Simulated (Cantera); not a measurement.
A closed system holds: 1 mol borazine, 2.2 mol N2, 0.19 mol H2, equilibrated at 1.00 Torr.

Method: chemical equilibrium by Gibbs-energy minimisation in Cantera with the NASA 1993 tables (ideal gas, pure condensed phases). Candidate condensed phases: B, BN; 15 gas species. The feed counts by its element totals alone. Equilibrium is a limit: real reactors are often held back by kinetics, nucleation or transport. All values below are at 1425 K.

Base state: H2 0.592, N2 0.408, H 0.000144 (mole fractions); condensed: BN(s).

**Question.** What changes in the equilibrium state with this change: borazine replaced by BF3?

**Answer.** 
| species | before | after |
|---|---|---|
| N2 | 0.408 | 0.647 |
| BF3 | 0 | 0.288 |
| H2 | 0.592 | 0.0493 |
| HF | 0 | 0.0127 |
| BF2 | 0 | 0.00234 |
| BHF2 | 0 | 0.000511 |
| BF | 0 | 7.04e-5 |
| BN(s), mol | 3.00 | 0.0110 |
N2 is the only nitrogen source here; it is nearly inert below about 1500 K, so the nitride shown seldom forms there in practice. The tables' values for BF2 are old estimates; treat these amounts as uncertain.
